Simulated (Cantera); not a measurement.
An isothermal, constant-pressure homogeneous reactor starts with CH2O : O2 : N2 = 0.00037 : 0.024 : 1 (molar parts), equivalence ratio 0.015, at 1150 K and 5550 Torr.

Cantera simulation using GRI-Mech 3.0 (53 species, 325 reactions); the numbers are that mechanism's predictions, not measurements.

x: mole fraction; the columns are a selection and need not sum to one.

```tsv
t (s)	x CH2O	x O2	x OH	x CH4	x NO	x CO
2.00e-6	0.000361	0.0234	9.74e-11	<1e-12	<1e-12	3.43e-9
9.35e-6	0.000361	0.0234	4.16e-10	<1e-12	<1e-12	1.82e-8
4.37e-5	0.000361	0.0234	7.36e-10	<1e-12	<1e-12	9.82e-8
0.000205	0.000361	0.0234	3.60e-9	<1e-12	<1e-12	6.74e-7
0.000956	0.000344	0.0234	[?]	<1e-12	<1e-12	[?]
0.00447	1.97e-5	0.0233	3.96e-7	<1e-12	<1e-12	0.000329
0.0209	[?]	0.0232	[?]	<1e-12	4.54e-12	0.000327
0.0978	<1e-12	0.0232	6.66e-8	<1e-12	8.05e-11	0.000285
0.457	<1e-12	0.0232	5.80e-8	<1e-12	1.05e-9	0.000173
2.14	<1e-12	0.0231	6.64e-8	<1e-12	7.34e-9	1.78e-5
10.0	<1e-12	0.0231	4.08e-8	<1e-12	1.91e-8	1.13e-9
```

Question: What belongs in the gaps?

Answer: 
- 0.000956, x OH: 8.10e-8
- 0.000956, x CO: 1.73e-5
- 0.0209, x CH2O: 1.44e-7
- 0.0209, x OH: 9.63e-8
